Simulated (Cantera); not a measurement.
Feed: 1 mol NiS, 19 mol H2, at 2073 K and 7.20 mbar.

Method: chemical equilibrium by Gibbs-energy minimisation in Cantera with the NASA 1993 tables (ideal gas, pure condensed phases). Candidate condensed phases: Ni, NiS, NiS2, Ni3S2, Ni3S4, S; 9 gas species. Rates play no part.

Base state: H2 0.891, Ni 0.0442, H 0.0293, S2 0.0124, SH 0.00877, S 0.00661, H2S 0.00410, NiS 0.00388 (mole fractions); condensed: gas only.

### Question
What changes in the equilibrium state with this change: H2 from 19 to 5.4 mol?

### Answer
```json
[
 {"species": "H2", "before": "0.891", "after": "0.809"},
 {"species": "Ni", "before": "0.0442", "after": "0.0606"},
 {"species": "S2", "before": "0.0124", "after": "0.0529"},
 {"species": "NiS", "before": "0.00388", "after": "0.0110"},
 {"species": "S", "before": "0.00661", "after": "0.0137"},
 {"species": "SH", "before": "0.00877", "after": "0.0173"},
 {"species": "H", "before": "0.0293", "after": "0.0279"},
 {"species": "H2S", "before": "0.00410", "after": "0.00770"},
 {"species": "Ni(l), mol", "before": "0", "after": "0.540"}
]
```

### Question
What changes in the equilibrium state with this change: temperature from 2073 K to 873 K?

### Answer
```
species         before    after
-------------  -------  -------
H2               0.891    0.982
H2S            0.00410   0.0175
S2              0.0124  1.04e-7
Ni              0.0442    <1e-9
H               0.0293    <1e-9
S              0.00661    <1e-9
NiS            0.00388    <1e-9
SH             0.00877  7.10e-8
Ni3S2(s), mol        0    0.333
```
